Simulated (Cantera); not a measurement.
# Thermodynamics of abatement and gas-phase synthesis, feed N2O + O2 + N2

Charge: 1 mol N2O, 2.1 mol O2, 0.32 mol N2, equilibrated at 0.105 Torr.

Cantera equilibrium calculation (NASA polynomials, part measured and part estimated; ideal gas, pure solids and liquids). Rates play no part.

```
T (K)   x O2   x N2       x O      x NO    x NO2     x N2O
-----  -----  -----  --------  --------  -------  --------
625    0.663  0.337    <1e-12   4.97e-8  3.75e-9    <1e-12
725    0.663  0.337    <1e-12   5.62e-7  9.04e-9    <1e-12
825    0.663  0.337  1.73e-11   3.53e-6  1.76e-8  2.82e-12
925    0.663  0.337  9.22e-10   1.49e-5  2.98e-8  1.03e-11
1025   0.663  0.337   2.27e-8   4.75e-5  4.55e-8  2.95e-11
1125   0.663  0.337   3.18e-7  0.000123  6.46e-8  7.04e-11
1225   0.663  0.337   2.90e-6  0.000274  8.68e-8  1.46e-10
1325   0.663  0.336   1.90e-5  0.000539  1.12e-7  2.74e-10
1425   0.663  0.336   9.55e-5  0.000965  1.39e-7  4.70e-10
1525   0.662  0.336  0.000390   0.00160  1.68e-7  7.53e-10
1625   0.661  0.335   0.00134   0.00249  1.98e-7   1.14e-9
1725   0.658  0.334   0.00398   0.00367  2.29e-7   1.65e-9
```
x: gas mole fraction; nothing condenses.

From 625 K to 1725 K nothing is condensed.
